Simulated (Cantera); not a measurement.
Charge: 1 mol Cu, 0.14 mol CO, 1.4 mol H2, equilibrated at 300000 Pa.

Equilibrium computed with Cantera from the NASA thermochemical tables; the gas is ideal and each condensed phase is pure. Candidate condensed phases: C, C6H6, C7H8, C8H18, Cu, CuO, Cu(OH)2, Cu2O, H2O; 113 gas species. The numbers say what is thermodynamically allowed, not how fast it happens.

Q: At 1125 K, list the 4 most abundant gas species with their mole fractions, and the condensed phases.

A: H2 0.878, CO 0.0660, CH4 0.0282, H2O 0.0264. Condensed: Cu(s).
